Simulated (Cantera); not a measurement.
What does this Cantera script print?

```python
import numpy as np
import cantera as ct

gas_names = """
    Ca CaCL CaCL2 CaO CaOH CaO2H2 Ca2 CL CLO CL2 H HCL HNO HNO2 HNO3 HOCL HO2 H2 H2O H2O2 N NH NH2 NH3
    NH2OH NO NO2 NO3 N2 N2H2 N2H4 N2O O OH O2 O3
""".split()
cond_names = """
    Ca(a) Ca(b) Ca(L) CaCL2(s) CaCL2(L) CaO(s) CaO(L) CaO2H2(s) H2O(s) H2O(L) NH4CL(a) NH4CL(b)
""".split()


def load(file, names, dense=False):
    # The tables refer to 1 bar. Condensed volumes are neglected.
    table = {s.name: s for s in ct.Species.list_from_file(file)}
    out = []
    for n in names:
        d = dict(table[n].input_data)
        d["thermo"] = dict(d["thermo"], **{"reference-pressure": 1e5})
        if dense:
            d["equation-of-state"] = {"model": "constant-volume", "density": "1e6 g/cm^3"}
        out.append(ct.Species.from_dict(d))
    return out


gas = ct.Solution(thermo="ideal-gas", species=load("nasa_gas.yaml", gas_names))
cond = {s.name: ct.Solution(thermo="fixed-stoichiometry", species=[s], name=s.name)
        for s in load("nasa_condensed.yaml", cond_names, dense=True)}
atoms = {
    'CaCl2': {'Ca': 1, 'CL': 2},
    'H2O': {'H': 2, 'O': 1},
    'N2': {'N': 2},
}
top_T = {}  # K; cautious upper limits of use, not melting points


def equilibrate(T, P, feed):
    n = {}
    for name, mol in feed.items():
        for a, k in atoms[name].items():
            n[a] = n.get(a, 0.0) + k * mol
    gas.TPX = T, P, n
    mass = sum(n.values()) * gas.mean_molecular_weight
    gas.equilibrate("TP")
    valid = [c for c in cond.values() if c.min_temp <= T <= top_T.get(c.name, c.max_temp)]
    mix = ct.Mixture([(gas, mass / gas.mean_molecular_weight)] + [(c, 0.0) for c in valid])
    mix.T, mix.P = T, P
    mix.equilibrate("TP", solver="vcs", rtol=1e-11, max_steps=5000)
    return mix


results = []
feed = {'CaCl2': 1, 'H2O': 0.32, 'N2': 3.4}  # mol
P = 7600  # Pa
for T in [1400, 1425, 1450, 1475, 1500, 1525, 1550, 1575, 1600, 1625, 1650]:
    mix = equilibrate(T, P, feed)
    results.append((T, P, feed, dict(zip(mix.species_names, mix.species_moles))))
    x = sorted(zip(gas.X, gas.species_names), reverse=True)
    print(f"T = {T:g} K  P = {P:g} Pa  gas = {mix.phase_moles(0):.4g} mol")
    print("   x: " + "  ".join(f"{s} {v:.3e}" for v, s in x if v > 0.0001))
    print("   condensed (mol): " + ("  ".join(f"{mix.phase(i).name} {mix.phase_moles(i):.4g}"
          for i in range(1, mix.n_phases) if mix.phase_moles(i) > 1e-12) or "none"))
```

Output:

```
T = 1400 K  P = 7600 Pa  gas = 3.827 mol
   x: N2 8.884e-01  H2O 6.022e-02  HCL 4.669e-02  CaCL2 4.524e-03
   condensed (mol): CaCL2(L) 0.8932  CaO(s) 0.08951
T = 1425 K  P = 7600 Pa  gas = 3.846 mol
   x: N2 8.840e-01  H2O 5.717e-02  HCL 5.191e-02  CaCL2 6.768e-03  CL 1.222e-04
   condensed (mol): CaCL2(L) 0.8739  CaO(s) 0.1001
T = 1450 K  P = 7600 Pa  gas = 3.87 mol
   x: N2 8.785e-01  HCL 5.725e-02  H2O 5.396e-02  CaCL2 9.972e-03  CL 1.629e-04
   condensed (mol): CaCL2(L) 0.8503  CaO(s) 0.1111
T = 1475 K  P = 7600 Pa  gas = 3.9 mol
   x: N2 8.719e-01  HCL 6.265e-02  H2O 5.061e-02  CaCL2 1.448e-02  CL 2.144e-04  H2 1.241e-04
   condensed (mol): CaCL2(L) 0.821  CaO(s) 0.1226
T = 1500 K  P = 7600 Pa  gas = 3.937 mol
   x: N2 8.637e-01  HCL 6.801e-02  H2O 4.712e-02  CaCL2 2.074e-02  CL 2.784e-04  H2 1.581e-04
   condensed (mol): CaCL2(L) 0.7839  CaO(s) 0.1344
T = 1525 K  P = 7600 Pa  gas = 3.984 mol
   x: N2 8.534e-01  HCL 7.320e-02  H2O 4.352e-02  CaCL2 2.932e-02  CL 3.569e-04  H2 1.993e-04
   condensed (mol): CaCL2(L) 0.7367  CaO(s) 0.1465
T = 1550 K  P = 7600 Pa  gas = 4.045 mol
   x: N2 8.405e-01  HCL 7.809e-02  CaCL2 4.093e-02  H2O 3.980e-02  CL 4.518e-04  H2 2.484e-04
   condensed (mol): CaCL2(L) 0.6755  CaO(s) 0.1589
T = 1575 K  P = 7600 Pa  gas = 4.126 mol
   x: N2 8.241e-01  HCL 8.252e-02  CaCL2 5.647e-02  H2O 3.599e-02  CL 5.647e-04  H2 3.063e-04
   condensed (mol): CaCL2(L) 0.5956  CaO(s) 0.1714
T = 1600 K  P = 7600 Pa  gas = 4.232 mol
   x: N2 8.035e-01  HCL 8.628e-02  CaCL2 7.704e-02  H2O 3.210e-02  CL 6.966e-04  H2 3.733e-04
   condensed (mol): CaCL2(L) 0.49  CaO(s) 0.184
T = 1625 K  P = 7600 Pa  gas = 4.373 mol
   x: N2 7.774e-01  CaCL2 1.040e-01  HCL 8.913e-02  H2O 2.814e-02  CL 8.475e-04  H2 4.491e-04
   condensed (mol): CaCL2(L) 0.3485  CaO(s) 0.1968
T = 1650 K  P = 7600 Pa  gas = 4.566 mol
   x: N2 7.446e-01  CaCL2 1.389e-01  HCL 9.078e-02  H2O 2.414e-02  CL 1.016e-03  H2 5.328e-04
   condensed (mol): CaCL2(L) 0.1561  CaO(s) 0.2096
```

These are equilibrium values from Cantera (NASA tables, ideal gas, pure condensed phases), not measurements of a reactor. Mutual solubility and eutectic melting of coexisting phases are not modelled. Condensed phases not in the tables: oxide chlorides.
